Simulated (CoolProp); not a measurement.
The numbers come from the reference Helmholtz-energy equation of state, Schmidt 1985 in CoolProp.

For oxygen, give the phase and the cp (kJ/(kg K)), isothermal compressibility (1/MPa), expansivity (1/kK), conductivity (mW/(m K)) at 99.3 K and 71.7 bar; 107.7 K and 71.7 bar; 158.4 K and 71.7 bar.


- 99.3 K and 71.7 bar: liquid; cp 1.69, isothermal compressibility 0.00221, expansivity 4.38, conductivity 143
- 107.7 K and 71.7 bar: liquid; cp 1.72, isothermal compressibility 0.00281, expansivity 4.83, conductivity 132
- 158.4 K and 71.7 bar: supercritical; cp 4.02, isothermal compressibility 0.0825, expansivity 32.7, conductivity 60.4

Thermal conductivity comes from a separate model (Lemmon 2004).
